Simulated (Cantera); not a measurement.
Cantera run, input and output.

```python
import numpy as np
import cantera as ct

gas = ct.Solution("gri30.yaml")
gas.TPX = 1575, 101325, {'CH4': 1, 'O2': 2.47, 'N2': 9.28}
reactor = ct.IdealGasReactor(gas, energy="on", clone=False)
net = ct.ReactorNet([reactor])
net.rtol, net.atol = 1e-08, 1e-16
show = ['CH4', 'O2', 'CH3', 'N2O', 'CH2CO', 'H']
times = np.geomspace(5e-06, 0.7, 11)

steps = ct.SolutionArray(gas, extra=["t"])
rows = []
print(f"{'t/s':>10s}{'T/K':>9s}{'P/Pa':>11s}" + "".join(f"{s:>11s}" for s in show))
for t in times:
    while net.time < t:
        t_next = net.step()
        steps.append(gas.state, t=t_next)
    rows.append([np.interp(t, steps.t, y) for y in (steps.T, steps.P, *steps(*show).X.T)])
    print(f"{t:10.3e}{rows[-1][0]:9.1f}{rows[-1][1]:11.4g}" + "".join(f"{x:11.3e}" for x in rows[-1][2:]))
rate = np.gradient(steps.T, steps.t)
print("integrator steps:", len(steps.t))
if steps.T.max() > steps.T[0] + 200:
    print(f"time of steepest temperature rise: {steps.t[rate.argmax()]:.4e} s")
gas.TPX = 1575, 101325, {'CH4': 1, 'O2': 2.47, 'N2': 9.28}
gas.equilibrate("UV")
print(f"equilibrium (UV): T = {gas.T:.1f} K  " + "  ".join(f"{s} {gas[s].X[0]:.3e}" for s in show))
```

Output:

```
       t/s      T/K       P/Pa        CH4         O2        CH3        N2O      CH2CO          H
 5.000e-06   1575.0  1.013e+05  7.843e-02  1.937e-01  2.057e-06  2.335e-12  2.486e-17  3.377e-08
 1.635e-05   1575.0  1.013e+05  7.842e-02  1.937e-01  7.665e-06  1.816e-11  1.056e-14  4.060e-08
 5.348e-05   1574.9  1.013e+05  7.839e-02  1.937e-01  3.369e-05  1.532e-10  6.288e-12  7.615e-08
 1.749e-04   1575.6  1.014e+05  7.800e-02  1.935e-01  2.064e-04  1.069e-09  1.153e-08  4.519e-07
 5.720e-04   2803.9  1.885e+05  7.747e-16  4.720e-02  9.683e-15  7.724e-07  1.711e-17  1.010e-02
 1.871e-03   2851.7  1.907e+05  1.148e-15  4.029e-02  1.233e-14  1.153e-06  1.976e-17  7.780e-03
 6.119e-03   2850.4  1.906e+05  1.155e-15  3.985e-02  1.234e-14  1.174e-06  1.975e-17  7.749e-03
 2.001e-02   2850.4  1.906e+05  1.155e-15  3.985e-02  1.234e-14  1.174e-06  1.975e-17  7.749e-03
 6.544e-02   2850.4  1.906e+05  1.155e-15  3.985e-02  1.234e-14  1.174e-06  1.975e-17  7.749e-03
 2.140e-01   2850.4  1.906e+05  1.155e-15  3.985e-02  1.234e-14  1.174e-06  1.975e-17  7.749e-03
 7.000e-01   2850.4  1.906e+05  1.155e-15  3.985e-02  1.234e-14  1.174e-06  1.975e-17  7.749e-03
integrator steps: 1776
time of steepest temperature rise: 5.1881e-04 s
equilibrium (UV): T = 2850.4 K  CH4 1.570e-15  O2 3.985e-02  CH3 1.678e-14  N2O 1.174e-06  CH2CO 2.168e-17  H 7.749e-03
```

Cantera simulation using GRI-Mech 3.0 (53 species, 325 reactions); the numbers are that mechanism's predictions, not measurements.
